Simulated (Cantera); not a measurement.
A closed system holds: 1 mol Nb₂O₅, 11 mol H₂, 0.093 mol H₂O, at 0.0100 bar.

Equilibrium computed with Cantera from the NASA thermochemical tables; the gas is ideal and each condensed phase is pure. Candidate condensed phases: H₂O, Nb, NbO, NbO₂, Nb₂O₅; 12 gas species. Condensed phases not in the tables: the oxides between NbO₂ and Nb₂O₅. Kinetics and transport are ignored.

At 1700 K, list the 3 most abundant gas species with their mole fractions, and the condensed phases.

H₂ 0.900, H₂O 0.0985, H 0.00140. Condensed: NbO₂(s).
